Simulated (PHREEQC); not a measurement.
## Brine (model solution)

Solution (25 °C): 1.3 mol/kgw LiCl and 4.73 mol/kgw CaCl2. It is in equilibrium with CO2 at log p = -3.5 (atm). Otherwise closed; pH follows from the charge balance.

Computed with PHREEQC (Pitzer model, pitzer.dat).

This is a speciation only: nothing precipitates in the calculation.

Q: What pH does the model give?

A: pH 4.35.

In brines, pH and single-ion activities rest on the MacInnes convention.
